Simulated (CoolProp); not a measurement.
Ethanol along the isotherm 620 K: fugacity coefficient from the reference equation and from simpler models built on Tc = 514.7 K, pc = 6.268 MPa, ω = 0.644; each cubic takes its own stable root.

Values from CoolProp's reference Helmholtz-energy equation of state, Schroeder 2014.

```json
[
 {"p (MPa)": "3.48", "phase": "gas", "reference": "0.9336"},
 {"p (MPa)": "6.96", "phase": "supercritical", "reference": "0.8683"},
 {"p (MPa)": "10.4", "phase": "supercritical", "reference": "0.8037"},
 {"p (MPa)": "13.9", "phase": "supercritical", "reference": "0.7385"},
 {"p (MPa)": "17.4", "phase": "supercritical", "reference": "0.6782"},
 {"p (MPa)": "20.9", "phase": "supercritical", "reference": "0.6282"},
 {"p (MPa)": "24.4", "phase": "supercritical", "reference": "0.5893"},
 {"p (MPa)": "27.9", "phase": "supercritical", "reference": "0.5594"},
 {"p (MPa)": "31.3", "phase": "supercritical", "reference": "0.5370"}
]
```

### Question
How far does each simpler model (van der Waals, Redlich-Kwong, Soave-Redlich-Kwong, Peng-Robinson) lie from the reference over these 9 states: mean and median of the absolute difference, and the worst?

### Answer
- van der Waals: mean 13.1 %, median 14.2 %, worst -17.5 % at 620 K and 17.4 MPa
- Redlich-Kwong: mean 12.6 %, median 14.5 %, worst -15.6 % at 620 K and 17.4 MPa
- Soave-Redlich-Kwong: mean 4.5 %, median 2.0 %, worst +11.8 % at 620 K and 31.3 MPa
- Peng-Robinson: mean 3.4 %, median 2.9 %, worst -6.2 % at 620 K and 10.4 MPa
